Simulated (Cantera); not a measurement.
MgF2 + H2 (halide evaporation, hydrolysis and transport)

Charge: 1 mol MgF2, 0.31 mol H2, held at 10.0 mbar.

Equilibrium computed with Cantera from the NASA thermochemical tables; the gas is ideal and each condensed phase is pure. Candidate condensed phases: Mg, MgF2; 17 gas species. The tables' values for MgH are old estimates; treat these amounts as uncertain. Equilibrium is a limit: real reactors are often held back by kinetics, nucleation or transport.

```json
[
 {"T (K)": "1150", "log p H2": "-2.00", "log p MgF2": "-8.24", "log p HF": "-6.42", "log p Mg": "-6.72", "log p MgF": "-8.98", "log p H": "-8.13", "n MgF2(s)": "1.000", "n MgF2(l)": "0"},
 {"T (K)": "1250", "log p H2": "-2.00", "log p MgF2": "-6.86", "log p HF": "-5.57", "log p Mg": "-5.87", "log p MgF": "-7.68", "log p H": "-7.32", "n MgF2(s)": "1.000", "n MgF2(l)": "0"},
 {"T (K)": "1350", "log p H2": "-2.00", "log p MgF2": "-5.70", "log p HF": "-4.84", "log p Mg": "-5.15", "log p MgF": "-6.58", "log p H": "-6.62", "n MgF2(s)": "1.000", "n MgF2(l)": "0"},
 {"T (K)": "1450", "log p H2": "-2.00", "log p MgF2": "-4.70", "log p HF": "-4.22", "log p Mg": "-4.54", "log p MgF": "-5.64", "log p H": "-6.03", "n MgF2(s)": "0.998", "n MgF2(l)": "0"},
 {"T (K)": "1550", "log p H2": "-2.02", "log p MgF2": "-3.86", "log p HF": "-3.69", "log p Mg": "-4.02", "log p MgF": "-4.84", "log p H": "-5.51", "n MgF2(s)": "0", "n MgF2(l)": "0.992"},
 {"T (K)": "1650", "log p H2": "-2.07", "log p MgF2": "-3.23", "log p HF": "-3.27", "log p Mg": "-3.62", "log p MgF": "-4.22", "log p H": "-5.08", "n MgF2(s)": "0", "n MgF2(l)": "0.969"},
 {"T (K)": "1750", "log p H2": "-2.22", "log p MgF2": "-2.68", "log p HF": "-2.93", "log p Mg": "-3.32", "log p MgF": "-3.70", "log p H": "-4.74", "n MgF2(s)": "0", "n MgF2(l)": "0.870"},
 {"T (K)": "1850", "log p H2": "-2.86", "log p MgF2": "-2.22", "log p HF": "-2.80", "log p Mg": "-3.24", "log p MgF": "-3.35", "log p H": "-4.70", "n MgF2(s)": "0", "n MgF2(l)": "0"},
 {"T (K)": "1950", "log p H2": "-2.96", "log p MgF2": "-2.26", "log p HF": "-2.69", "log p Mg": "-3.14", "log p MgF": "-3.24", "log p H": "-4.42", "n MgF2(s)": "0", "n MgF2(l)": "0"},
 {"T (K)": "2050", "log p H2": "-3.10", "log p MgF2": "-2.29", "log p HF": "-2.61", "log p Mg": "-3.05", "log p MgF": "-3.16", "log p H": "-4.19", "n MgF2(s)": "0", "n MgF2(l)": "0"}
]
```
log p: log10 of the partial pressure in bar; n: condensed amount in mol.

From 1150 K to 1450 K the condensed part is MgF2(s). From 1550 K to 1750 K the condensed part is MgF2(l). From 1850 K to 2050 K nothing is condensed. The main Mg-bearing gas is Mg at 1150 K and MgF2 at 2050 K.
